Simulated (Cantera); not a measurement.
Feed: 1 mol borazine, 0.11 mol H₂O, 1.6 mol N₂, at 1550 °C and 2.33 Torr.

Cantera equilibrium calculation (NASA polynomials, part measured and part estimated; ideal gas, pure solids and liquids). Candidate condensed phases: B, BN, B₂O₃, B₃O₃H₃, H₂O; 39 gas species. The feed counts by its element totals alone. The numbers say what is thermodynamically allowed, not how fast it happens.

Base state: H₂ 0.631, N₂ 0.342, HBO 0.0162, H 0.00618, BO 0.00276, B₂O₂ 0.00152, HBO₂ 0.000171, B₂O₃ 0.000119 (mole fractions); condensed: BN(s).

### Question
What changes in the equilibrium state with this change: borazine replaced by B₂O₃?

### Answer
```
species       before     after
----------  --------  --------
N₂             0.342     0.590
B₂O₃        0.000119     0.329
HBO₂        0.000171    0.0768
H₂             0.631  0.000595
HBO           0.0162   9.36e-5
NO             <1e-9   2.35e-5
BO₂          1.42e-7   0.00207
OH           1.29e-8   3.07e-5
H₂O          1.89e-5   0.00138
H            0.00618  0.000190
BN(s), mol      2.89         0
```

### Question
What changes in the equilibrium state with this change: temperature from 1550 °C to 1075 °C?

### Answer
```tsv
species	before	after
H₂	0.631	0.652
N₂	0.342	0.344
HBO₂	0.000171	0.00227
HBO	0.0162	0.000510
H	0.00618	3.36e-5
BO	0.00276	8.72e-7
B₂O₂	0.00152	4.71e-6
BN(s), mol	2.89	2.93
B₂O₃(l), mol	0	0.0267
```
Mutual solubility and eutectic melting of coexisting phases are not modelled.
